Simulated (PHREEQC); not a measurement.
Make-up at 75 °C: 0.0076 mol/kgw Mg(NO3)2 and 0.00047 mol/kgw KCl. Closed to the air; pH follows from the charge balance.

Equilibrium calculation in PHREEQC: ion-association model, wateq4f.dat.

Question: The ionic strength comes out as 0.0233 mol/kgw. What activity coefficients do K+, Mg+2, NO3-, H+, Cl- get?

Answer: K+ 0.85, Mg+2 0.54, NO3- 0.84, H+ 0.87, Cl- 0.85.

Precipitation was switched off in this run. Away from 25 °C the constants follow the database's enthalpies or fits; those with neither stay at their 25 °C values.
